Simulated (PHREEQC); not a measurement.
Make-up at 25 °C: 28 mmol/kgw HF, 0.24 mmol/kgw (CH3)4NF and 41 mmol/kgw HCl. Closed to the air; pH follows from the charge balance.

Model: ion-association model, phreeqc.dat, run in PHREEQC.

Each row changes one thing in this solution. No solid was allowed to form.

```json
[
 {"case": "as made", "pH": "1.45", "ionic strength (mol/kgw)": "0.0417", "F- (mol/kgw)": "0.000629", "HF2- (mol/kgw)": "6.63e-5"},
 {"case": "(CH3)4NF from 0.00024 to 0.000264 mol/kgw", "pH": "1.45", "ionic strength (mol/kgw)": "0.0417", "F- (mol/kgw)": "0.000630", "HF2- (mol/kgw)": "6.65e-5"},
 {"case": "diluted 5-fold with water", "pH": "2.10", "ionic strength (mol/kgw)": "0.00869", "F- (mol/kgw)": "0.000479", "HF2- (mol/kgw)": "?"},
 {"case": "0.004 mol/kgw KHF2 added", "pH": "1.49", "ionic strength (mol/kgw)": "?", "F- (mol/kgw)": "0.000884", "HF2- (mol/kgw)": "0.000119"},
 {"case": "(CH3)4NF from 0.00024 to 0.00048 mol/kgw", "pH": "1.45", "ionic strength (mol/kgw)": "0.0417", "F- (mol/kgw)": "0.000638", "HF2- (mol/kgw)": "6.78e-5"},
 {"case": "(CH3)4NF replaced by NaBF4 at the same molality", "pH": "1.45", "ionic strength (mol/kgw)": "0.0419", "F- (mol/kgw)": "0.000621", "HF2- (mol/kgw)": "?"},
 {"case": "temperature from 25 to 45 °C", "pH": "1.45", "ionic strength (mol/kgw)": "0.0415", "F- (mol/kgw)": "0.000443", "HF2- (mol/kgw)": "5.25e-5"},
 {"case": "diluted 2-fold with water", "pH": "1.73", "ionic strength (mol/kgw)": "0.0211", "F- (mol/kgw)": "0.000562", "HF2- (mol/kgw)": "2.91e-5"},
 {"case": "temperature from 25 to 90 °C", "pH": "1.46", "ionic strength (mol/kgw)": "?", "F- (mol/kgw)": "0.000185", "HF2- (mol/kgw)": "2.14e-5"}
]
```

### Question
What belongs in the gaps?

### Answer

- diluted 5-fold with water, HF2- (mol/kgw): 9.47e-6
- 0.004 mol/kgw KHF2 added, ionic strength (mol/kgw): 0.0420
- (CH3)4NF replaced by NaBF4 at the same molality, HF2- (mol/kgw): 6.49e-5
- temperature from 25 to 90 °C, ionic strength (mol/kgw): 0.0412

(CH3)4N+ isn't in the database: it is added as a free cation with an ion size of 4 Å. Away from 25 °C the constants follow the database's enthalpies or fits; those with neither stay at their 25 °C values.
